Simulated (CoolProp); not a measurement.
A Linde-Hampson liquefier for normal hydrogen: isothermal reversible compression at 230 K from 1 atm to 10 MPa, throttling to 1 atm, return gas leaving the recuperator 2 K below the feed. Each further row changes one setting.

Values from CoolProp's reference Helmholtz-energy equation of state, Leachman 2009.

```json
[
 {"case": "as stated", "compression work (kJ/kg of gas)": "4420"},
 {"case": "high pressure 20 MPa", "compression work (kJ/kg of gas)": "5150"},
 {"case": "warm-end temperature 260 K", "compression work (kJ/kg of gas)": "4990"},
 {"case": "warm-end gap 7 K", "compression work (kJ/kg of gas)": "4420"}
]
```
